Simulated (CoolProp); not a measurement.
Model: reference Helmholtz-energy equation of state, Akasaka 2020, in CoolProp.

**Question.** For R1123, give the phase and the Z, cp (kJ/(kg K)), speed of sound (m/s), isothermal compressibility (1/MPa) at 268.6 K and 10.1 MPa; 345.4 K and 0.715 MPa; 394.1 K and 6.89 MPa.

**Answer.** 
- 268.6 K and 10.1 MPa: liquid; Z 0.312, cp 1.36, speed of sound 615, isothermal compressibility 0.00362
- 345.4 K and 0.715 MPa: gas; Z 0.951, cp 0.958, speed of sound 191, isothermal compressibility 1.47
- 394.1 K and 6.89 MPa: supercritical; Z 0.680, cp 1.50, speed of sound 170, isothermal compressibility 0.215
